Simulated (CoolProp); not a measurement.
Model: reference Helmholtz-energy equation of state, Pan 2012, in CoolProp.

Q: For R236FA, give the phase and the speed of sound (m/s), Prandtl number at 232.7 K and 5.8 MPa; 232.7 K and 29 MPa; 232.7 K and 31.9 MPa.

A: 
- 232.7 K and 5.8 MPa: liquid; speed of sound 834, Prandtl number 9.89
- 232.7 K and 29 MPa: liquid; speed of sound 921, Prandtl number 12.9
- 232.7 K and 31.9 MPa: liquid; speed of sound 930, Prandtl number 13.4

Viscosity comes from a separate model (Huber 2003), an estimate that may be off by 10 % or more. Thermal conductivity comes from a separate model (Huber 2003), an estimate that may be off by 10 % or more.
